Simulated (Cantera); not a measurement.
Cantera run, input and output.

```python
import numpy as np
import cantera as ct

gas = ct.Solution("gri30.yaml")
gas.TPX = 1200, 150000, {'N2O': 1}
inlet = ct.Reservoir(gas, clone=True)

reactor = ct.IdealGasConstPressureReactor(gas, energy="off", clone=False)
exhaust = ct.Reservoir(gas, clone=True)
tau = [7.3, 3.2, 1.4, 0.63, 0.28, 0.12, 0.054, 0.024, 0.01, 0.0046][0]
for a, b in ((inlet, reactor), (reactor, exhaust)):
    ct.MassFlowController(a, b, mdot=lambda t: reactor.mass / tau)
net = ct.ReactorNet([reactor])
show = ['N2O', 'N2', 'NO', 'O', 'NO2']

rows = []
print(f"{'tau/s':>10s}{'T/K':>9s}" + "".join(f"{s:>11s}" for s in show))
for tau in [7.3, 3.2, 1.4, 0.63, 0.28, 0.12, 0.054, 0.024, 0.01, 0.0046]:
    net.initial_time = 0.0
    net.advance(30 * tau)
    before = gas.X
    net.advance(40 * tau)
    drift = np.max(np.abs(gas.X - before) / (gas.X + 1e-9))
    rows.append([gas.T, *gas[show].X, drift])
    print(f"{tau:10.3e}{gas.T:9.1f}" + "".join(f"{x:11.3e}" for x in gas[show].X))
```

It prints:

```
     tau/s      T/K        N2O         N2         NO          O        NO2
 7.300e+00   1200.0  1.380e-01  5.593e-01  3.054e-02  5.818e-07  5.184e-04
 3.200e+00   1200.0  2.506e-01  4.830e-01  3.302e-02  7.898e-07  5.557e-04
 1.400e+00   1200.0  4.111e-01  3.772e-01  3.073e-02  1.024e-06  5.127e-04
 6.300e-01   1200.0  5.892e-01  2.618e-01  2.409e-02  1.244e-06  3.973e-04
 2.800e-01   1200.0  7.523e-01  1.572e-01  1.568e-02  1.426e-06  2.534e-04
 1.200e-01   1200.0  8.720e-01  8.108e-02  8.479e-03  1.552e-06  1.313e-04
 5.400e-02   1200.0  9.368e-01  3.995e-02  4.279e-03  1.618e-06  6.098e-05
 2.400e-02   1200.0  9.706e-01  1.857e-02  2.015e-03  1.651e-06  2.433e-05
 1.000e-02   1200.0  9.875e-01  7.907e-03  8.650e-04  1.667e-06  7.542e-06
 4.600e-03   1200.0  9.942e-01  3.667e-03  4.030e-04  1.672e-06  2.253e-06
```

Computed with Cantera and GRI-Mech 3.0 (53 species, 325 reactions). GRI-Mech 3.0 was tuned for natural gas; its chemistry of N2O as a main component is partial and can be far from experiment. The mechanism lacks the step 2 NO + O2 → 2 NO2, which can matter for NO2 below about 1400 K. The temperature is held fixed by assumption; the heat of reaction is taken as removed at once.
